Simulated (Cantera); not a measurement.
Input: 1 mol CH2F2, 1.5 mol Si, held at 900 K and 0.000550 bar.

Cantera equilibrium calculation (NASA polynomials, part measured and part estimated; ideal gas, pure solids and liquids). Candidate condensed phases: C, C6H6, C7H8, C8H18, Si, SiC; 113 gas species. The tables' values for SiF3 are old estimates; treat these amounts as uncertain. Kinetics and transport are ignored.

Base state: H2 0.666, SiF4 0.333, SiHF3 0.000556, HF 0.000139, CH4 7.62e-5, SiF3 3.78e-5 (mole fractions); condensed: SiC(s).

**Question.** What changes in the equilibrium state with this change: CH2F2 replaced by c-C4F8?

**Answer.** 
```
species             before  after
----------------  --------  -----
SiF4                 0.333  0.750
CF4                  <1e-9  0.250
H2                   0.666      0
SiHF3             0.000556      0
HF                0.000139      0
CH4                7.62e-5      0
SiF3               3.78e-5  <1e-9
SiC(s), mol          1.000      0
C(graphite), mol         0   3.50
```
The feed counts by its element totals alone. Gases not in the tables: C2F6 and larger saturated fluorocarbons.

**Question.** What changes in the equilibrium state with this change: CH2F2 replaced by CF4?

**Answer.** 
```json
[
 {"species": "SiF4", "before": "0.333", "after": "1.000"},
 {"species": "SiF3", "before": "3.78e-5", "after": "8.62e-5"},
 {"species": "H2", "before": "0.666", "after": "0"},
 {"species": "SiHF3", "before": "0.000556", "after": "0"},
 {"species": "HF", "before": "0.000139", "after": "0"},
 {"species": "CH4", "before": "7.62e-5", "after": "0"},
 {"species": "SiC(s), mol", "before": "1.000", "after": "0.500"},
 {"species": "C(graphite), mol", "before": "0", "after": "0.500"}
]
```

**Question.** What changes in the equilibrium state with this change: CH2F2 replaced by CCl4?

**Answer.** 
| species | before | after |
|---|---|---|
| SiCl4 | 0 | 0.999 |
| SiCl3 | 0 | 0.00101 |
| SiCl2 | 0 | 4.91e-5 |
| H2 | 0.666 | 0 |
| SiF4 | 0.333 | 0 |
| SiHF3 | 0.000556 | 0 |
| HF | 0.000139 | 0 |
| SiC(s), mol | 1.000 | 0.500 |
| C(graphite), mol | 0 | 0.500 |
The tables' values for SiCl3 are old estimates; treat these amounts as uncertain.
